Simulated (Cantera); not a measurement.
A Cantera script and what it prints.

```python
import numpy as np
import cantera as ct

gas_names = """
    Cr CrN CrO CrO2 CrO3 N NO NO2 NO3 N2 N2O O O2 O3
""".split()
cond_names = """
    Cr(cr) Cr(L) CrN(s) Cr2N(s) Cr2O3(s) Cr2O3(L)
""".split()


def load(file, names, dense=False):
    # The tables refer to 1 bar. Condensed volumes are neglected.
    table = {s.name: s for s in ct.Species.list_from_file(file)}
    out = []
    for n in names:
        d = dict(table[n].input_data)
        d["thermo"] = dict(d["thermo"], **{"reference-pressure": 1e5})
        if dense:
            d["equation-of-state"] = {"model": "constant-volume", "density": "1e6 g/cm^3"}
        out.append(ct.Species.from_dict(d))
    return out


gas = ct.Solution(thermo="ideal-gas", species=load("nasa_gas.yaml", gas_names))
cond = {s.name: ct.Solution(thermo="fixed-stoichiometry", species=[s], name=s.name)
        for s in load("nasa_condensed.yaml", cond_names, dense=True)}
atoms = {
    'Cr': {'Cr': 1},
    'O2': {'O': 2},
    'N2': {'N': 2},
}
top_T = {'CrN(s)': 1900, 'Cr2N(s)': 1900}  # K; cautious upper limits of use, not melting points


def equilibrate(T, P, feed):
    n = {}
    for name, mol in feed.items():
        for a, k in atoms[name].items():
            n[a] = n.get(a, 0.0) + k * mol
    gas.TPX = T, P, n
    mass = sum(n.values()) * gas.mean_molecular_weight
    gas.equilibrate("TP")
    valid = [c for c in cond.values() if c.min_temp <= T <= top_T.get(c.name, c.max_temp)]
    mix = ct.Mixture([(gas, mass / gas.mean_molecular_weight)] + [(c, 0.0) for c in valid])
    mix.T, mix.P = T, P
    mix.equilibrate("TP", solver="vcs", rtol=1e-11, max_steps=5000)
    return mix


results = []
feed = {'Cr': 1, 'O2': 0.24, 'N2': 3.2}  # mol
T = 2548.15  # K
P = 1.9  # Pa
mix = equilibrate(T, P, feed)
results.append((T, P, feed, dict(zip(mix.species_names, mix.species_moles))))
x = sorted(zip(gas.X, gas.species_names), reverse=True)
print(f"T = {T:g} K  P = {P:g} Pa  gas = {mix.phase_moles(0):.4g} mol")
print("   x: " + "  ".join(f"{s} {v:.3e}" for v, s in x if v > 0.001))
print("   condensed (mol): " + ("  ".join(f"{mix.phase(i).name} {mix.phase_moles(i):.4g}"
      for i in range(1, mix.n_phases) if mix.phase_moles(i) > 1e-12) or "none"))
```

Output:

```
T = 2548.15 K  P = 1.9 Pa  gas = 4.66 mol
   x: N2 6.860e-01  Cr 2.115e-01  O 9.761e-02  CrO 3.098e-03  NO 1.183e-03
   condensed (mol): none
```

Equilibrium computed with Cantera from the NASA thermochemical tables; the gas is ideal and each condensed phase is pure.
